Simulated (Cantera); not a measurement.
An isothermal, constant-pressure homogeneous reactor starts with CH₄ : CO₂ = 1 : 0.5 (molar parts), at 1798 K and 0.118 atm.

Cantera simulation using GRI-Mech 3.0 (53 species, 325 reactions); the numbers are that mechanism's predictions, not measurements. GRI-Mech 3.0 stops at C3 and has no aromatics, soot or wall deposition, so with more carbon than oxygen in the feed, carbon stays in small species such as C2H2 where larger ones or solid carbon would form.

Predict: x(CH₄) at 4.00 s; x(CO₂) at 4.00 s; x(C₂H₄) at 4.00 s; x(CH₃) at 4.00 s; x(C₂H) at 4.00 s; x(HCO) at 4.00 s.


```json
{
  "x(CH₄) at 4.00 s": "0.00162 (gas-phase equilibrium 0.000897)",
  "x(CO₂) at 4.00 s": "0.000132 (gas-phase equilibrium 3.47e-8)",
  "x(C₂H₄) at 4.00 s": "0.000137 (gas-phase equilibrium 0.000136)",
  "x(CH₃) at 4.00 s": "4.39e-5 (gas-phase equilibrium 2.43e-5)",
  "x(C₂H) at 4.00 s": "9.68e-7 (gas-phase equilibrium 9.64e-7)",
  "x(HCO) at 4.00 s": "1.85e-8 (gas-phase equilibrium 1.86e-8)"
}
```
